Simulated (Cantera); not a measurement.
What does this Cantera script print?

```python
import numpy as np
import cantera as ct

gas_names = """
    CL CL2 H HCL H2 N NH NH2 NH3 N2 N2H2 N2H4 Si SiCL SiCL2 SiCL3 SiCL4 SiH SiHCL3 SiH2 SiH2CL2 SiH3
    SiH3CL SiH4 SiN Si2 Si2N Si3
""".split()
cond_names = """
    NH4CL(a) NH4CL(b) Si(cr) Si(L) Si3N4(a)
""".split()


# ... load() reads the species with a 1 bar reference pressure and builds the phases ...
atoms = {
    'SiHCl3': {'Si': 1, 'H': 1, 'CL': 3},
    'NH3': {'N': 1, 'H': 3},
    'N2': {'N': 2},
}
top_T = {'Si3N4(a)': 2400}  # K; cautious upper limits of use, not melting points


# ... equilibrate(T, P, feed) seeds the gas with the atoms and calls Mixture.equilibrate('TP', solver="vcs", rtol=1e-11, max_steps=5000) ...
results = []
feed = {'SiHCl3': 1, 'NH3': 14, 'N2': 0.89}  # mol
T = 1575  # K
P = 100000  # Pa
mix = equilibrate(T, P, feed)
results.append((T, P, feed, dict(zip(mix.species_names, mix.species_moles))))
print(gas.report(threshold=0.001))
for i in range(1, mix.n_phases):
    print(f"{mix.phase(i).name:16s} {mix.phase_moles(i):12.5e} mol")
```

Output:

```
       temperature   1575 K
          pressure   1e+05 Pa
           density   0.089135 kg/m^3
  mean mol. weight   11.672 kg/kmol
   phase of matter   gas

                          1 kg             1 kmol
                     ---------------   ---------------
          enthalpy        2.5941e+06        3.0279e+07  J
   internal energy        1.4722e+06        1.7184e+07  J
           entropy             17852        2.0837e+05  J/K
    Gibbs function       -2.5522e+07       -2.9791e+08  J
 heat capacity c_p            2861.3             33399  J/K
 heat capacity c_v              2149             25084  J/K

                      mass frac. Y      mole frac. X     chem. pot. / RT
                     ---------------   ---------------   ---------------
               HCL           0.30566           0.09786           -34.924
                H2           0.11437           0.66218           -19.158
                N2           0.57436           0.23932           -27.593
     [  +25 minor]         0.0056091        0.00063774

Si(cr)            0.00000e+00 mol
Si3N4(a)          3.27420e-01 mol
```

Method: chemical equilibrium by Gibbs-energy minimisation in Cantera with the NASA 1993 tables (ideal gas, pure condensed phases). The tables' values for SiCl3 are old estimates; treat these amounts as uncertain.
